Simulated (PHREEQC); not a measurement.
A column of 0.1 m (40 cells, dispersivity 0.0035 m, 60 s a shift, diffusion coefficient 3e-10 m²/s) holds 0.032 eq of the database's cation exchanger X per kg of pore water, first in equilibrium with 5.9 mmol/kgw KBr and 0.01 mmol/kgw HCl. It is flushed with 19 mmol/kgw KCl, 1.7 mmol/kgw NaCl and 0.01 mmol/kgw HCl, at 25 °C. Values are for the last cell. No CO2 enters from the air. Nothing may precipitate in this run.

The series has 31 steps of pore volumes, from 0 to 6.013.

Model: ion-association model, phreeqc.dat, run in PHREEQC.

Problem. After how many pore volumes does Na at the outlet first reach half of its feed value?

Solution. By 1.4 pore volumes.

Complexes and solids missing from the database can't appear.
